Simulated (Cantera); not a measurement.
Charge: 1 mol NH3, 7.1 mol H2, held at 0.0540 bar.

Method: chemical equilibrium by Gibbs-energy minimisation in Cantera with the NASA 1993 tables (ideal gas, pure condensed phases). Ions and electrons are included (thermal ionisation). Kinetics and transport are ignored.

x: gas mole fraction; nothing condenses.

```
T (K)         x H        x H2        x N2         x N
-----  ----------  ----------  ----------  ----------
3000        0.473       0.485      0.0419     1.23e-5
3500   (withheld)  (withheld)  (withheld)  (withheld)
4000        0.951      0.0192      0.0281     0.00128
4500        0.964  (withheld)  (withheld)  (withheld)
5000        0.961     0.00121      0.0183      0.0193
```

What belongs in the gaps?


- 3500, x H: 0.855
- 3500, x H2: 0.113
- 3500, x N2: 0.0314
- 3500, x N: 0.000169
- 4500, x H2: 0.00420
- 4500, x N2: 0.0252
- 4500, x N: 0.00615
